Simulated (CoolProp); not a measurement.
Vapour pressure (MPa) of octamethyltrisiloxane (MDM): the reference equation beside estimates from Tc = 565.4 K, pc = 1.438 MPa, ω = 0.528. Clausius-Clapeyron is anchored at 457.8 K with a constant enthalpy of vaporisation of 32.39 kJ/mol.

Model: reference Helmholtz-energy equation of state, Thol 2017, in CoolProp.

```
T (K)  reference  Lee-Kesler  Clausius-Clapeyron  van der Waals
-----  ---------  ----------  ------------------  -------------
432.4     0.1205      0.1194              0.1327         0.4461
438.8     0.1412      0.1398              0.1513         0.4784
445.1     0.1641      0.1625              0.1716         0.5115
451.5     0.1901      0.1883              0.1942         0.5467
457.8     0.2187      0.2167              0.2187         0.5827
464.2     0.2510      0.2487              0.2460         0.6208
470.5     0.2863      0.2837              0.2752         0.6598
476.9     0.3258      0.3230              0.3075         0.7010
483.2     0.3685      0.3655              0.3421         0.7431
489.6     0.4162      0.4130              0.3801         0.7873
495.9     0.4676      0.4643              0.4205         0.8325
```

Absolute difference from the reference over all 11 rows, mean and median: Lee-Kesler 0.9 and 0.9 %, Clausius-Clapeyron 5.6 and 5.6 %, van der Waals 157.9 and 147.3 %.
